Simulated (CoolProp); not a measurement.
Vapour-liquid equilibrium of n-octane (1) + n-dodecane (2) at 68.35 °C; x and y are mole fractions of (1).

The numbers come from the multi-fluid Helmholtz-energy mixture model, Beckmüller 2019 and Lemmon 2004; pair parameters Bell 2016 in CoolProp.

**Question.** Give the bubble pressure and the first vapour's composition at x = 0.5, 0.65, 0.95. Is there an azeotrope?

**Answer.** x = 0.5: 7.370 kPa, y = 0.975; x = 0.65: 9.618 kPa, y = 0.987; x = 0.95: 14.12 kPa, y = 0.999. No azeotrope shows between x = 0.05 and 0.95.

The pair parameters rest on a limited set of measurements; away from them the model extrapolates.
